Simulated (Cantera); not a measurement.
Equilibrium for aluminium nitride and oxide growth: AlCl3 + HCl + N2

A closed system holds: 1 mol AlCl3, 3.1 mol HCl, 340 mol N2, equilibrated at 0.00490 bar.

Cantera equilibrium calculation (NASA polynomials, part measured and part estimated; ideal gas, pure solids and liquids). Candidate condensed phases: Al, AlCl3, AlN, NH4Cl; 20 gas species. The tables' values for AlCl2 are old estimates; treat these amounts as uncertain. Kinetics and transport are ignored.

From 1348 K to 1898 K nothing is condensed. The main Al-bearing gas is AlCl3 at 1348 K and AlCl at 1898 K.

```json
[
 {"T (K)": "1348", "x N2": "0.988", "x HCl": "0.00896", "x Cl": "5.24e-5", "x AlCl3": "0.00290", "x AlCl": "2.83e-7", "x AlCl2": "7.46e-6", "x H2": "2.22e-5"},
 {"T (K)": "1398", "x N2": "0.988", "x HCl": "0.00894", "x Cl": "8.65e-5", "x AlCl3": "0.00289", "x AlCl": "1.24e-6", "x AlCl2": "1.74e-5", "x H2": "3.31e-5"},
 {"T (K)": "1448", "x N2": "0.988", "x HCl": "0.00891", "x Cl": "0.000140", "x AlCl3": "0.00286", "x AlCl": "4.69e-6", "x AlCl2": "3.75e-5", "x H2": "4.64e-5"},
 {"T (K)": "1498", "x N2": "0.988", "x HCl": "0.00889", "x Cl": "0.000227", "x AlCl3": "0.00282", "x AlCl": "1.53e-5", "x AlCl2": "7.41e-5", "x H2": "6.02e-5"},
 {"T (K)": "1548", "x N2": "0.988", "x HCl": "0.00886", "x Cl": "0.000366", "x AlCl3": "0.00273", "x AlCl": "4.25e-5", "x AlCl2": "0.000133", "x H2": "7.22e-5"},
 {"T (K)": "1598", "x N2": "0.988", "x HCl": "0.00884", "x Cl": "0.000591", "x AlCl3": "0.00258", "x AlCl": "0.000102", "x AlCl2": "0.000219", "x H2": "8.08e-5"},
 {"T (K)": "1648", "x N2": "0.987", "x HCl": "0.00882", "x Cl": "0.000945", "x AlCl3": "0.00236", "x AlCl": "0.000216", "x AlCl2": "0.000329", "x H2": "8.67e-5"},
 {"T (K)": "1698", "x N2": "0.987", "x HCl": "0.00879", "x Cl": "0.00147", "x AlCl3": "0.00204", "x AlCl": "0.000408", "x AlCl2": "0.000453", "x H2": "9.20e-5"},
 {"T (K)": "1748", "x N2": "0.986", "x HCl": "0.00876", "x Cl": "0.00220", "x AlCl3": "0.00163", "x AlCl": "0.000701", "x AlCl2": "0.000570", "x H2": "0.000100"},
 {"T (K)": "1798", "x N2": "0.985", "x HCl": "0.00870", "x Cl": "0.00312", "x AlCl3": "0.00116", "x AlCl": "0.00110", "x AlCl2": "0.000642", "x H2": "0.000115"},
 {"T (K)": "1848", "x N2": "0.984", "x HCl": "0.00859", "x Cl": "0.00413", "x AlCl3": "0.000703", "x AlCl": "0.00156", "x AlCl2": "0.000634", "x H2": "0.000144"},
 {"T (K)": "1898", "x N2": "0.983", "x HCl": "0.00842", "x Cl": "0.00507", "x AlCl3": "0.000358", "x AlCl": "0.00199", "x AlCl2": "0.000543", "x H2": "0.000196"}
]
```
x: gas mole fraction; nothing condenses.
